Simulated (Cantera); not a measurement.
Input (Python, Cantera):

```python
import numpy as np
import cantera as ct

gas = ct.Solution("gri30.yaml")


def delay(T, t_max=10):
    gas.TPX = T, 43000, {'CH4': 1, 'C2H6': 0.044, 'O2': 3.78, 'N2': 14.2}
    reactor = ct.IdealGasReactor(gas, clone=False)
    net = ct.ReactorNet([reactor])
    net.rtol, net.atol = 1e-8, 1e-16
    while net.time < t_max:
        t_old, T_old = net.time, reactor.T
        net.step()
        if reactor.T > T + 400:  # ignition: a rise of 400 K
            return t_old + (T + 400 - T_old) / (reactor.T - T_old) * (net.time - t_old)
    return np.nan


taus = []
for T in [1123, 1198, 1273, 1348, 1423, 1498, 1573, 1648]:
    taus.append(delay(T))
    print(f"T0 = {T:6g} K   tau = {taus[-1]:.4e} s")
```

It prints:

```
T0 =   1123 K   tau = 5.9930e-02 s
T0 =   1198 K   tau = 2.1086e-02 s
T0 =   1273 K   tau = 7.8299e-03 s
T0 =   1348 K   tau = 3.1046e-03 s
T0 =   1423 K   tau = 1.3432e-03 s
T0 =   1498 K   tau = 6.4595e-04 s
T0 =   1573 K   tau = 3.4612e-04 s
T0 =   1648 K   tau = 2.0448e-04 s
```

Computed with Cantera and GRI-Mech 3.0 (53 species, 325 reactions).
